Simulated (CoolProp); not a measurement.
A simple Rankine cycle with water: condensing at 303.15 K, boiler at 1.36 MPa, turbine inlet 468.7 K, turbine efficiency 0.6, pump efficiency 0.8, no recuperator. Each further row changes one setting.

Computed with CoolProp (reference Helmholtz-energy equation of state, Wagner 2002).

```tsv
case	thermal efficiency (%)	net work (kJ/kg)	heat in (kJ/kg)	turbine exit temperature (K)	volume ratio over the turbine
as stated	18.7	498	2670	303.1	201
turbine inlet 488.7 K	18.7	510	2720	303.1	193
condensing temperature 295.15 K	19.5	527	2700	295.1	313
boiler pressure 0.952 MPa	17.7	476	2690	303.1	140
turbine efficiency 0.5	15.6	415	2670	303.1	209
```

The expansion ends wet for: as stated; turbine inlet 488.7 K; condensing temperature 295.15 K; boiler pressure 0.952 MPa; turbine efficiency 0.5.
